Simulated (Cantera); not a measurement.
# Oxide etching and cleaning by halides: CuO + F2 + N2

Feed: 1 mol CuO, a varied amount of F2, 2.3 mol N2, at 1800 K and 13.3 mbar.

Method: chemical equilibrium by Gibbs-energy minimisation in Cantera with the NASA 1993 tables (ideal gas, pure condensed phases). Candidate condensed phases: Cu, CuF2, CuO, Cu2O; 22 gas species. Kinetics and transport are ignored.

From 0.64 mol F2 to 8.3 mol F2 nothing is condensed. The main Cu-bearing gas is CuF at 0.64 mol F2 and CuF2 at 8.3 mol F2.

| n(F2) (mol) | log p F | log p N2 | log p CuF | log p CuF2 | log p O2 |
|---|---|---|---|---|---|
| 0.64 | -3.81 | -2.10 | -2.58 | -3.09 | -2.77 |
| 1.6 | -2.46 | -2.22 | -3.48 | -2.64 | -2.89 |
| 2.6 | -2.21 | -2.36 | -3.85 | -2.76 | -3.03 |
| 3.5 | -2.12 | -2.46 | -4.03 | -2.85 | -3.13 |
| 4.5 | -2.06 | -2.55 | -4.17 | -2.94 | -3.22 |
| 5.4 | -2.03 | -2.62 | -4.27 | -3.00 | -3.28 |
| 6.4 | -2.01 | -2.68 | -4.36 | -3.06 | -3.35 |
| 7.4 | -1.99 | -2.74 | -4.43 | -3.12 | -3.40 |
| 8.3 | -1.98 | -2.78 | -4.49 | -3.16 | -3.45 |
log p: log10 of the partial pressure in bar; nothing condenses.
